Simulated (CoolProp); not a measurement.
Values from CoolProp's reference Helmholtz-energy equation of state, Schmidt 1985.

Problem. Give the vapour pressure (MPa), enthalpy of vaporisation (kJ/kg), liquid cp (kJ/(kg K)), surface tension (mN/m) of saturated oxygen at -146.25, -143.75 °C.

Solution. 
```json
[
 {"T (°C)": "-146.25", "p (MPa)": "1.49", "enthalpy of vaporisation (kJ/kg)": "160", "liquid cp (kJ/(kg K))": "2.07", "surface tension (mN/m)": "4.67"},
 {"T (°C)": "-143.75", "p (MPa)": "1.70", "enthalpy of vaporisation (kJ/kg)": "155", "liquid cp (kJ/(kg K))": "2.13", "surface tension (mN/m)": "4.16"}
]
```

Surface tension comes from a separate correlation (Mulero 2012).
